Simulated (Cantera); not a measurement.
**Gas-phase reforming**

A perfectly stirred reactor is fed with CH₄ : CO₂ : H₂O = 1 : 0.33 : 0.12 (molar parts), at 1500 Torr; it is held at 1873 K, and followed from long to short residence time.

Detailed kinetics in Cantera: GRI-Mech 3.0 (53 species, 325 reactions). GRI-Mech 3.0 stops at C3 and has no aromatics, soot or wall deposition, so with more carbon than oxygen in the feed, carbon stays in small species such as C2H2 where larger ones or solid carbon would form.

| τ (s) | x CH₄ | x CO₂ | x O₂ | x C₂H₄ | x H₂O |
|---|---|---|---|---|---|
| 4.5 | 0.0114 | 0.000327 | <1e-12 | 0.00162 | 0.00277 |
| 1.8 | 0.0130 | 0.000780 | <1e-12 | 0.00164 | 0.00658 |
| 0.69 | 0.0164 | 0.00183 | 1.50e-12 | 0.00170 | 0.0153 |
| 0.27 | 0.0224 | 0.00383 | 6.40e-12 | 0.00182 | 0.0316 |
| 0.10 | 0.0329 | 0.00748 | 2.24e-11 | 0.00201 | 0.0588 |
| 0.041 | 0.0475 | 0.0127 | 5.33e-11 | 0.00225 | 0.0892 |
| 0.016 | 0.0715 | 0.0224 | 1.03e-10 | 0.00261 | 0.119 |
| 0.0062 | 0.111 | 0.0419 | 1.52e-10 | 0.00332 | 0.135 |
| 0.0024 | 0.173 | 0.0779 | 1.71e-10 | 0.00500 | 0.127 |
| 0.00094 | 0.264 | 0.125 | 1.49e-10 | 0.00857 | 0.104 |
| 0.00037 | 0.374 | 0.168 | 1.12e-10 | 0.0144 | 0.0859 |
x: mole fraction; the columns are a selection and need not sum to one.
